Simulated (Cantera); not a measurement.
Cantera run, input and output.

```python
import numpy as np
import cantera as ct

gas = ct.Solution("SiF4_NH3_mec.yaml", "gas")
gas.TPX = 2200, 101325, {'NH3': 0.52, 'H2': 11}
inlet = ct.Reservoir(gas, clone=True)

reactor = ct.IdealGasConstPressureReactor(gas, energy="off", clone=False)
exhaust = ct.Reservoir(gas, clone=True)
tau = [11, 3.2, 0.97, 0.29, 0.089, 0.027, 0.0081, 0.0024, 0.00074][0]
for a, b in ((inlet, reactor), (reactor, exhaust)):
    ct.MassFlowController(a, b, mdot=lambda t: reactor.mass / tau)
net = ct.ReactorNet([reactor])
show = ['NH3', 'H2', 'N2H2', 'NH2', 'H', 'N2H4', 'NH']

rows = []
print(f"{'tau/s':>10s}{'T/K':>9s}" + "".join(f"{s:>11s}" for s in show))
for tau in [11, 3.2, 0.97, 0.29, 0.089, 0.027, 0.0081, 0.0024, 0.00074]:
    net.initial_time = 0.0
    net.advance(30 * tau)
    before = gas.X
    net.advance(40 * tau)
    drift = np.max(np.abs(gas.X - before) / (gas.X + 1e-9))
    rows.append([gas.T, *gas[show].X, drift])
    print(f"{tau:10.3e}{gas.T:9.1f}" + "".join(f"{x:11.3e}" for x in gas[show].X))
```

It prints:

```
     tau/s      T/K        NH3         H2       N2H2        NH2          H       N2H4         NH
 1.100e+01   2200.0  3.127e-04  9.728e-01  1.728e-10  5.516e-06  5.547e-03  3.265e-12  7.850e-07
 3.200e+00   2200.0  5.812e-04  9.726e-01  5.912e-10  1.022e-05  5.529e-03  1.121e-11  1.449e-06
 9.700e-01   2200.0  1.068e-03  9.724e-01  1.940e-09  1.859e-05  5.472e-03  3.707e-11  2.608e-06
 2.900e-01   2200.0  2.034e-03  9.721e-01  6.462e-09  3.432e-05  5.303e-03  1.264e-10  4.663e-06
 8.900e-02   2200.0  4.129e-03  9.714e-01  2.101e-08  6.391e-05  4.863e-03  4.385e-10  7.953e-06
 2.700e-02   2200.0  9.570e-03  9.694e-01  6.613e-08  1.220e-04  3.997e-03  1.599e-09  1.246e-05
 8.100e-03   2200.0  2.124e-02  9.641e-01  1.639e-07  2.109e-04  3.097e-03  4.785e-09  1.671e-05
 2.400e-03   2200.0  3.455e-02  9.577e-01  2.572e-07  2.836e-04  2.543e-03  8.653e-09  1.850e-05
 7.400e-04   2200.0  4.207e-02  9.542e-01  2.332e-07  2.884e-04  2.115e-03  8.954e-09  1.571e-05
```

Cantera simulation using the gas-phase N/H chemistry of the illustrative SiF4/NH3 mechanism in the Surface Chemkin manual (1991); the numbers are that mechanism's predictions, not measurements. Walls and surfaces, which speed up NH3 decomposition in real reactors, are not modelled.
